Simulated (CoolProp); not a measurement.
Water at 778.14 K and 18.3 MPa flows at 1.6 m/s in a round tube of 2 mm bore and 0.25 µm roughness, fully developed (64/Re and Nu = 3.66 if laminar; Colebrook and Gnielinski if turbulent). Each further row changes one setting.

Model: reference Helmholtz-energy equation of state, Wagner 2002, in CoolProp.

```tsv
case	Reynolds number	Darcy friction factor	pressure drop (Pa/m)	heat-transfer coefficient (W/(m² K))	mass flow (kg/h)
as stated	6410	(withheld)	1340	1060	1.09
velocity 3.2 m/s	12800	0.0292	4480	1940	2.17
diameter 4 mm	12800	(withheld)	(withheld)	966	4.34
```

**Question.** Complete the blanks.

**Answer.** 
- as stated, Darcy friction factor: 0.0350
- diameter 4 mm, Darcy friction factor: 0.0291
- diameter 4 mm, pressure drop (Pa/m): 558

Viscosity comes from a separate model (Huber 2009). Thermal conductivity comes from a separate model (Huber 2012).
